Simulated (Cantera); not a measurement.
A closed system holds: 1 mol MgCl₂, 0.067 mol O₂, 67 mol H₂, held at 0.140 bar.

Equilibrium computed with Cantera from the NASA thermochemical tables; the gas is ideal and each condensed phase is pure. Candidate condensed phases: H₂O, Mg, MgCl₂, MgO, Mg(OH)₂; 22 gas species. The tables' values for MgH are old estimates; treat these amounts as uncertain. Kinetics and transport are ignored.

x: gas mole fraction; n: condensed amount in mol.

| T (K) | x H₂ | x HCl | x MgCl₂ | x Mg | x H | x H₂O | n MgO(s) |
|---|---|---|---|---|---|---|---|
| 1498 | 0.982 | 0.00509 | 0.0121 | 0.000565 | 4.55e-5 | 1.18e-5 | 0.133 |
| 1548 | 0.981 | 0.00592 | 0.0117 | 0.000984 | 8.15e-5 | 2.38e-5 | 0.132 |
| 1598 | 0.980 | 0.00701 | 0.0111 | 0.00154 | 0.000141 | 4.91e-5 | 0.131 |
| 1648 | 0.979 | 0.00834 | 0.0104 | 0.00224 | 0.000235 | 0.000101 | 0.127 |
| 1698 | 0.977 | 0.00987 | 0.00964 | 0.00309 | 0.000382 | 0.000206 | 0.120 |
| 1748 | 0.974 | ? | ? | ? | ? | ? | ? |
| 1798 | 0.972 | 0.0133 | 0.00784 | 0.00533 | 0.000927 | 0.000787 | 0.0800 |
| 1848 | 0.968 | 0.0150 | 0.00692 | 0.00684 | 0.00139 | 0.00145 | 0.0341 |
| 1898 | 0.964 | ? | ? | ? | ? | 0.00195 | 0 |
| 1948 | 0.961 | 0.0190 | 0.00482 | 0.00930 | 0.00296 | 0.00194 | 0 |
| 1998 | 0.958 | 0.0210 | 0.00381 | 0.0103 | 0.00420 | 0.00194 | 0 |
| 2048 | 0.955 | 0.0226 | 0.00292 | 0.0111 | 0.00585 | 0.00194 | 0 |

Q: Some entries are withheld; supply them.

A: 
- 1748, x HCl: 0.0116
- 1748, x MgCl₂: 0.00876
- 1748, x Mg: 0.00411
- 1748, x H: 0.000603
- 1748, x H₂O: 0.000410
- 1748, n MgO(s): 0.106
- 1898, x HCl: 0.0169
- 1898, x MgCl₂: 0.00591
- 1898, x Mg: 0.00826
- 1898, x H: 0.00205
